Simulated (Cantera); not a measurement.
A closed system holds: 1 mol V, 0.66 mol N₂O, a varied amount of H₂, held at 2350 K and 1.33 mbar.

Method: chemical equilibrium by Gibbs-energy minimisation in Cantera with the NASA 1993 tables (ideal gas, pure condensed phases). Candidate condensed phases: H₂O, V, VN, VO, V₂O₃, V₂O₄, V₂O₅; 28 gas species. Equilibrium is a limit: real reactors are often held back by kinetics, nucleation or transport.

x: gas mole fraction; nothing condenses.

| n(H₂) (mol) | x H₂ | x H | x N₂ | x VO | x V | x VO₂ |
|---|---|---|---|---|---|---|
| 12 | 0.624 | 0.270 | 0.0418 | 0.0311 | 0.0275 | 0.00475 |
| 22 | 0.661 | 0.278 | [?] | [?] | [?] | [?] |
| 32 | 0.676 | 0.281 | 0.0169 | 0.0122 | 0.0116 | 0.00173 |
| 41 | 0.683 | 0.282 | 0.0133 | 0.00952 | 0.00930 | 0.00131 |
| 51 | 0.688 | 0.283 | 0.0108 | 0.00761 | 0.00768 | 0.00102 |
| 61 | 0.692 | 0.284 | [?] | [?] | [?] | [?] |
| 71 | 0.695 | 0.285 | 0.00779 | 0.00537 | 0.00575 | 0.000676 |
| 81 | 0.697 | 0.285 | 0.00685 | 0.00467 | 0.00514 | 0.000571 |
| 91 | 0.698 | 0.285 | 0.00611 | 0.00411 | 0.00465 | 0.000490 |
| 100 | 0.699 | 0.286 | 0.00556 | 0.00371 | 0.00429 | 0.000432 |
| 110 | 0.700 | 0.286 | 0.00507 | 0.00334 | 0.00396 | 0.000379 |
| 120 | 0.701 | 0.286 | 0.00465 | 0.00303 | 0.00368 | 0.000336 |
| 130 | 0.702 | 0.286 | 0.00430 | 0.00277 | 0.00344 | 0.000300 |

Some entries are withheld; supply them.


- 22, x N₂: 0.0240
- 22, x VO: 0.0176
- 22, x V: 0.0162
- 22, x VO₂: 0.00260
- 61, x N₂: 0.00904
- 61, x VO: 0.00631
- 61, x V: 0.00656
- 61, x VO₂: 0.000817
